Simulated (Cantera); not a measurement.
Input (Python, Cantera) and output of one run.

```python
import numpy as np
import cantera as ct

gas_names = """
    CL CL2 H HCL H2 Si SiCL SiCL2 SiCL3 SiCL4 SiH SiHCL3 SiH2 SiH2CL2 SiH3 SiH3CL SiH4 Si2 Si3
""".split()
cond_names = """
    Si(cr) Si(L)
""".split()


def load(file, names, dense=False):
    # The tables refer to 1 bar. Condensed volumes are neglected.
    table = {s.name: s for s in ct.Species.list_from_file(file)}
    out = []
    for n in names:
        d = dict(table[n].input_data)
        d["thermo"] = dict(d["thermo"], **{"reference-pressure": 1e5})
        if dense:
            d["equation-of-state"] = {"model": "constant-volume", "density": "1e6 g/cm^3"}
        out.append(ct.Species.from_dict(d))
    return out


gas = ct.Solution(thermo="ideal-gas", species=load("nasa_gas.yaml", gas_names))
cond = {s.name: ct.Solution(thermo="fixed-stoichiometry", species=[s], name=s.name)
        for s in load("nasa_condensed.yaml", cond_names, dense=True)}
atoms = {
    'Si2Cl6': {'Si': 2, 'CL': 6},
    'HCl': {'H': 1, 'CL': 1},
    'H2': {'H': 2},
}
top_T = {}  # K; cautious upper limits of use, not melting points


def equilibrate(T, P, feed):
    n = {}
    for name, mol in feed.items():
        for a, k in atoms[name].items():
            n[a] = n.get(a, 0.0) + k * mol
    gas.TPX = T, P, n
    mass = sum(n.values()) * gas.mean_molecular_weight
    gas.equilibrate("TP")
    valid = [c for c in cond.values() if c.min_temp <= T <= top_T.get(c.name, c.max_temp)]
    mix = ct.Mixture([(gas, mass / gas.mean_molecular_weight)] + [(c, 0.0) for c in valid])
    mix.T, mix.P = T, P
    mix.equilibrate("TP", solver="vcs", rtol=1e-11, max_steps=5000)
    return mix


results = []
feed = {'Si2Cl6': 1, 'HCl': 0.22, 'H2': 81}  # mol
P = 10000  # Pa
for T in [1148, 1198, 1248, 1298, 1348, 1398, 1448]:
    mix = equilibrate(T, P, feed)
    results.append((T, P, feed, dict(zip(mix.species_names, mix.species_moles))))

top = {s: max(r[3][s] / sum(r[3][g] for g in gas_names) for r in results) for s in gas_names}
cols = sorted((s for s in top if top[s] > 1e-06), key=lambda s: -top[s])[:8]
seen = [c for c in cond_names if any(r[3].get(c, 0) > 1e-12 for r in results)]
print("log10 of partial pressures in bar; condensed amounts in mol")
print(f"{'T/K':>10s}" + "".join(f"{s[:9]:>10s}" for s in cols + seen))
for T, P, feed, n in results:
    ng = sum(n[g] for g in gas_names)
    print(f"{T:10.4g}" + "".join(f"{np.log10(max(n[s] / ng * P / 1e5, 1e-99)):10.3f}" for s in cols)
          + "".join(f"{n.get(c, 0):10.4g}" for c in seen))
```

It prints:

```
log10 of partial pressures in bar; condensed amounts in mol
       T/K        H2       HCL     SiCL2     SiCL4    SiHCL3     SiCL3   SiH2CL2         H    Si(cr)
      1148    -1.020    -2.509    -3.656    -3.219    -3.428    -3.959    -4.539    -7.655    0.8857
      1198    -1.022    -2.419    -3.443    -3.386    -3.560    -3.888    -4.617    -7.232    0.9959
      1248    -1.025    -2.355    -3.285    -3.612    -3.736    -3.878    -4.726    -6.843     1.079
      1298    -1.026    -2.314    -3.177    -3.897    -3.954    -3.925    -4.863    -6.483      1.13
      1348    -1.027    -2.292    -3.109    -4.222    -4.203    -4.016    -5.021    -6.149     1.153
      1398    -1.028    -2.282    -3.066    -4.565    -4.465    -4.131    -5.188    -5.839     1.158
      1448    -1.028    -2.278    -3.039    -4.906    -4.724    -4.255    -5.354    -5.549     1.153
```

Method: chemical equilibrium by Gibbs-energy minimisation in Cantera with the NASA 1993 tables (ideal gas, pure condensed phases). The feed counts by its element totals alone. The tables' values for SiCl3 are old estimates; treat these amounts as uncertain.
